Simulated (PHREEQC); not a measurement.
A solution holds 67 mmol/kgw Ca(NO3)2 and 1.5 mmol/kgw KBr, at 44 °C. Closed to the air; pH follows from the charge balance.

Equilibrium calculation in PHREEQC: ion-association model, phreeqc.dat.

```csv
quantity,before,after
pH,6.67,6.61
CaOH+ (mol/kgw),2.15e-8,6.65e-8
```

Problem. Which change was made?
A. Ca(NO3)2 from 0.067 to 0.0335 mol/kgw
B. diluted 5-fold with water
C. 0.0052 mol/kgw PbCl2 added
D. Ca(NO3)2 from 0.067 to 0.335 mol/kgw
E. diluted 2-fold with water

Solution. D, Ca(NO3)2 from 0.067 to 0.335 mol/kgw

Precipitation was switched off in this run. The ionic strength passes 0.7 mol/kgw, the rough limit of the ion-association models, in after. Constants without temperature data keep their 25 °C values here.
